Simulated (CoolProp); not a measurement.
Vapour-liquid equilibrium of hydrogen sulfide (1) + propane (2) at 231.6 K; x and y are mole fractions of (1).

Values from CoolProp's multi-fluid Helmholtz-energy mixture model, Lemmon 2006 and Lemmon 2009; pair parameters Kunz 2012.

```json
[
 {"x": "0.05", "bubble pressure, mixture model (MPa)": "0.1385", "bubble pressure, Raoult's law (MPa)": "0.1107", "y, mixture model": "0.276", "y, Raoult's law": "0.109"},
 {"x": "0.2", "bubble pressure, mixture model (MPa)": "0.2048", "bubble pressure, Raoult's law (MPa)": "0.1312", "y, mixture model": "0.561", "y, Raoult's law": "0.367"},
 {"x": "0.35", "bubble pressure, mixture model (MPa)": "0.2370", "bubble pressure, Raoult's law (MPa)": "0.1517", "y, mixture model": "0.656", "y, Raoult's law": "0.555"},
 {"x": "0.5", "bubble pressure, mixture model (MPa)": "0.2524", "bubble pressure, Raoult's law (MPa)": "0.1722", "y, mixture model": "0.705", "y, Raoult's law": "0.698"},
 {"x": "0.65", "bubble pressure, mixture model (MPa)": "0.2600", "bubble pressure, Raoult's law (MPa)": "0.1927", "y, mixture model": "0.743", "y, Raoult's law": "0.811"},
 {"x": "0.8", "bubble pressure, mixture model (MPa)": "0.2627", "bubble pressure, Raoult's law (MPa)": "0.2132", "y, mixture model": "0.793", "y, Raoult's law": "0.903"},
 {"x": "0.95", "bubble pressure, mixture model (MPa)": "0.2526", "bubble pressure, Raoult's law (MPa)": "0.2338", "y, mixture model": "0.912", "y, Raoult's law": "0.978"}
]
```

The largest gap from Raoult's law is +56.2 % in bubble pressure, at x = 0.35. y crosses x between x = 0.65 and 0.8: the model has an azeotrope there.

Pair parameters are fitted to limited data, so mixtures are less certain than the pure fluids. With so large a gap from Raoult's law the liquid may split in two, which this calculation doesn't test in full.
